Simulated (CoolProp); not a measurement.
A closed Brayton cycle with carbon dioxide: compressor inlet 330.15 K and 9.8 MPa, high pressure 30 MPa, turbine inlet 940 K, compressor efficiency 0.89, turbine efficiency 0.93, recuperator effectiveness 0.9 (on enthalpy, no pinch check). Each further row changes one setting.

Computed with CoolProp (reference Helmholtz-energy equation of state, Span 1996).

```
case                           thermal efficiency (%)  net work (kJ/kg)  compressor to turbine work  compressor exit (K)  turbine exit (K)
-----------------------------  ----------------------  ----------------  --------------------------  -------------------  ----------------
as stated                                        39.1               120                        0.31                415.2             790.1
turbine inlet 890 K                              37.6               110                        0.33                415.2             745.2
compressor inlet 340.15 K                        38.1               112                        0.36                435.0             790.1
high pressure 25.5 MPa                           37.8               106                        0.29                402.6             811.1
recuperator effectiveness 0.5                    24.8               120                        0.31                415.2             790.1
```
